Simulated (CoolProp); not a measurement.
R245ca at several states: density (kg/m³) from the reference equation and from simpler models built on Tc = 447.6 K, pc = 3941 kPa, ω = 0.355; each cubic takes its own stable root.

Computed with CoolProp (reference Helmholtz-energy equation of state, Zhou 2016).

```csv
T (K),p (kPa),phase,reference
310.8,9980,liquid,1381
391.7,21,gas,0.8670
272.9,231,liquid,1449
```

Task: How far does each simpler model (van der Waals, Redlich-Kwong) lie from the reference over these 3 states: mean and median of the absolute difference, and the worst?

Result: 
- van der Waals: mean 45.3 %, median 36.8 %, worst -99.0 % at 272.9 K and 231 kPa
- Redlich-Kwong: mean 7.4 %, median 10.4 %, worst -11.7 % at 272.9 K and 231 kPa

At some of these states van der Waals gives the other phase, because its saturation line lies elsewhere.
